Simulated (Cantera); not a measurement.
Charge: 1 mol Si, 0.98 mol HCl, 1.8 mol H2, held at 1 atm.

These are equilibrium values from Cantera (NASA tables, ideal gas, pure condensed phases), not measurements of a reactor. Candidate condensed phases: Si; 19 gas species. Gases not in the tables: Si2H6 and higher silanes. The numbers say what is thermodynamically allowed, not how fast it happens.

Q: Which condensed phases are stable at each of these points (T (K)): 623, 723, 823, 923, 1023, 1123, 1223, 1323, 1423, 1523, 1623, 1723?

A: 
| T (K) | condensed phases | Si condensed (%) |
|---|---|---|
| 623 | Si(s) | 72.4 |
| 723 | Si(s) | 72.5 |
| 823 | Si(s) | 72.6 |
| 923 | Si(s) | 72.9 |
| 1023 | Si(s) | 73.4 |
| 1123 | Si(s) | 74.1 |
| 1223 | Si(s) | 74.9 |
| 1323 | Si(s) | 75.3 |
| 1423 | Si(s) | 74.9 |
| 1523 | Si(s) | 73.8 |
| 1623 | Si(s) | 72.6 |
| 1723 | Si(l) | 72.2 |

From 623 K to 1623 K the condensed part is Si(s). At 1723 K the condensed part is Si(l).
